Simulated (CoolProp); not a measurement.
Model: reference Helmholtz-energy equation of state, Penoncello 2003, in CoolProp.

Problem. For CHF3 (R23), give the phase and the speed of sound (m/s), viscosity (µPa s), conductivity (mW/(m K)) at 248.6 K and 113 kPa; 261.8 K and 113 kPa; 327.4 K and 113 kPa.

Solution. 
- 248.6 K and 113 kPa: gas; speed of sound 188, viscosity 12.5, conductivity 11.0
- 261.8 K and 113 kPa: gas; speed of sound 192, viscosity 13.1, conductivity 11.7
- 327.4 K and 113 kPa: gas; speed of sound 214, viscosity 16.3, conductivity 15.2

Viscosity comes from a separate model (Shan 2000). Thermal conductivity comes from a separate model (Shan 2000).
